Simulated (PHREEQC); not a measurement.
# Polishing slurry liquid

Make-up at 25 °C: 0.036 mol TMAH, 0.18 mol K2SO4 and 0.0001 mol H3BO3 per kg of water. Closed to the air; pH follows from the charge balance.

Model: ion-association model, phreeqc.dat, run in PHREEQC.

```json
{
 "pH": "12.36",
 "ionic_strength": "0.469 mol/kgw",
 "activity_of_water": "0.991",
 "density": "1.025 g/cm³",
 "total_alkalinity": "36.0 meq/kg"
}
```

| species | molality | activity | log γ |
|---|---|---|---|
| K+ | 0.306 | 0.199 | -0.188 |
| SO4-2 | 0.127 | 0.0267 | -0.676 |
| KSO4- | 0.0535 | 0.0372 | -0.158 |
| (CH3)4N+ | 0.0360 | 0.0236 | -0.184 |
| OH- | 0.0359 | 0.0229 | -0.195 |
| H2BO3- | 1.00e-4 | 7.32e-5 | -0.136 |

This is a speciation only: nothing precipitates in the calculation. (CH3)4N+ isn't in the database: it is added as a free cation with an ion size of 4 Å.
